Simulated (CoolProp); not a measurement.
Vapour-liquid equilibrium of hydrogen sulfide (1) + propane (2) at 13.55 °C; x and y are mole fractions of (1).

Model: multi-fluid Helmholtz-energy mixture model, Lemmon 2006 and Lemmon 2009; pair parameters Kunz 2012, in CoolProp.

### Question
Give the bubble pressure and the first vapour's composition at x = 0.2, 0.425, 0.8. Is there an azeotrope?

### Answer
x = 0.2: 1120 kPa, y = 0.437; x = 0.425: 1386 kPa, y = 0.620; x = 0.8: 1565 kPa, y = 0.815. y crosses x between x = 0.8 and 0.875: the model has an azeotrope there.

Pair parameters are fitted to limited data, so mixtures are less certain than the pure fluids.
